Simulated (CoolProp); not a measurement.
Properties of cyclohexane along the isotherm 608.8 K (Tc = 553.6 K, pc = 4081 kPa, ω = 0.209).

The numbers come from the reference Helmholtz-energy equation of state, Zhou 2014 in CoolProp.

```csv
p (kPa),phase,density (kg/m³),speed of sound (m/s),viscosity (µPa s)
2550,gas,51.32,208.8,15.0
5100,supercritical,141.5,(withheld),18.9
7650,supercritical,311.5,(withheld),(withheld)
10200,supercritical,396.9,253.0,(withheld)
12800,supercritical,(withheld),(withheld),(withheld)
15300,supercritical,463.7,375.4,75.5
17900,supercritical,483.7,422.3,82.7
20400,supercritical,499.1,461.7,(withheld)
```

Question: Some entries are withheld; supply them.

Answer: 
- 5100, speed of sound (m/s): 157.0
- 7650, speed of sound (m/s): 169.0
- 7650, viscosity (µPa s): 37.0
- 10200, viscosity (µPa s): 56.1
- 12800, density (kg/m³): 438.0
- 12800, speed of sound (m/s): 322.1
- 12800, viscosity (µPa s): 67.4
- 20400, viscosity (µPa s): 88.9

Viscosity comes from a separate model (Tariq 2014).
